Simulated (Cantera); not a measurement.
Charge: 1 mol C₂H₆, 0.27 mol O₂, 3.3 mol H₂, equilibrated at 5.78 Torr.

Method: chemical equilibrium by Gibbs-energy minimisation in Cantera with the NASA 1993 tables (ideal gas, pure condensed phases). Candidate condensed phases: C, C₆H₆, C₇H₈, C₈H₁₈, H₂O; 110 gas species. Kinetics and transport are ignored. All values below are at 1302 °C.

Base state: H₂ 0.921, CO 0.0789, H 0.000454, C₂H₂ (acetylene) 1.94e-5, CH₄ 1.19e-5 (mole fractions); condensed: C(graphite).

Question: What changes in the equilibrium state with this change: O₂ from 0.27 to 0.0074 mol?

Answer: 
| species | before | after |
|---|---|---|
| H₂ | 0.921 | 0.997 |
| CO | 0.0789 | 0.00234 |
| H | 0.000454 | 0.000473 |
| CH₄ | 1.19e-5 | 1.39e-5 |
| C₂H₂ (acetylene) | 1.94e-5 | 2.10e-5 |
| C(graphite), mol | 1.46 | 1.98 |
